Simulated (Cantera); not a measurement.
Cantera run, input and output.

```python
import numpy as np
import cantera as ct

gas = ct.Solution("gri30.yaml")
gas.TPX = 1450, 1400, {'C2H6': 1, 'N2': 4.6}
inlet = ct.Reservoir(gas, clone=True)

reactor = ct.IdealGasConstPressureReactor(gas, energy="off", clone=False)
exhaust = ct.Reservoir(gas, clone=True)
tau = [24, 6.4, 1.7, 0.47, 0.13, 0.034, 0.0093, 0.0025][0]
for a, b in ((inlet, reactor), (reactor, exhaust)):
    ct.MassFlowController(a, b, mdot=lambda t: reactor.mass / tau)
net = ct.ReactorNet([reactor])
show = ['C2H6', 'C2H4', 'HCN', 'C2H2', 'H']

rows = []
print(f"{'tau/s':>10s}{'T/K':>9s}" + "".join(f"{s:>11s}" for s in show))
for tau in [24, 6.4, 1.7, 0.47, 0.13, 0.034, 0.0093, 0.0025]:
    net.initial_time = 0.0
    net.advance(30 * tau)
    before = gas.X
    net.advance(40 * tau)
    drift = np.max(np.abs(gas.X - before) / (gas.X + 1e-9))
    rows.append([gas.T, *gas[show].X, drift])
    print(f"{tau:10.3e}{gas.T:9.1f}" + "".join(f"{x:11.3e}" for x in gas[show].X))
```

Output:

```
     tau/s      T/K       C2H6       C2H4        HCN       C2H2          H
 2.400e+01   1450.0  5.162e-05  5.931e-04  5.618e-07  1.238e-01  1.053e-04
 6.400e+00   1450.0  1.647e-04  1.362e-03  4.172e-07  1.198e-01  1.264e-04
 1.700e+00   1450.0  5.349e-04  3.625e-03  2.851e-07  1.131e-01  1.477e-04
 4.700e-01   1450.0  1.683e-03  9.481e-03  1.891e-07  1.022e-01  1.692e-04
 1.300e-01   1450.0  5.322e-03  2.277e-02  1.248e-07  8.355e-02  1.895e-04
 3.400e-02   1450.0  1.770e-02  4.556e-02  8.182e-08  5.329e-02  1.996e-04
 9.300e-03   1450.0  5.213e-02  5.881e-02  5.174e-08  2.156e-02  1.837e-04
 2.500e-03   1450.0  1.144e-01  3.763e-02  2.844e-08  3.663e-03  1.396e-04
```

Model: GRI-Mech 3.0 (53 species, 325 reactions), integrated in Cantera. GRI-Mech 3.0 stops at C3 and has no aromatics, soot or wall deposition, so with more carbon than oxygen in the feed, carbon stays in small species such as C2H2 where larger ones or solid carbon would form. Radical loss at walls, strong at low pressure, is not modelled.
